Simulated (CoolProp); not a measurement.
Properties of octamethyltrisiloxane (MDM) along the isotherm 423.6 K (Tc = 565.4 K, pc = 1.438 MPa, ω = 0.528).

Values from CoolProp's reference Helmholtz-energy equation of state, Thol 2017.

| p (MPa) | phase | speed of sound (m/s) | Joule-Thomson coefficient (K/MPa) | isothermal compressibility (1/MPa) | expansivity (1/kK) | fugacity coefficient |
|---|---|---|---|---|---|---|
| 0.898 | liquid | 524.3 | -0.1687 | 0.006290 | 1.791 | 0.1081 |
| 1.8 | liquid | 539.4 | -0.1889 | 0.005893 | 1.721 | ? |
| 2.7 | liquid | 553.6 | -0.2065 | 0.005550 | 1.660 | 0.04290 |
| 3.59 | liquid | 567.1 | -0.2218 | 0.005253 | 1.606 | 0.03518 |
| 4.49 | liquid | 580.1 | ? | 0.004986 | 1.557 | ? |
| 5.39 | liquid | 592.6 | ? | 0.004748 | 1.512 | 0.02788 |
| 6.29 | liquid | 604.6 | -0.2593 | ? | 1.472 | 0.02605 |
| 7.19 | liquid | 616.1 | ? | ? | 1.434 | 0.02484 |

### Question
Complete the blanks.

### Answer

- 1.8, fugacity coefficient: 0.05892
- 4.49, Joule-Thomson coefficient (K/MPa): -0.2357
- 4.49, fugacity coefficient: 0.03069
- 5.39, Joule-Thomson coefficient (K/MPa): -0.2481
- 6.29, isothermal compressibility (1/MPa): 0.004534
- 7.19, Joule-Thomson coefficient (K/MPa): -0.2694
- 7.19, isothermal compressibility (1/MPa): 0.004341
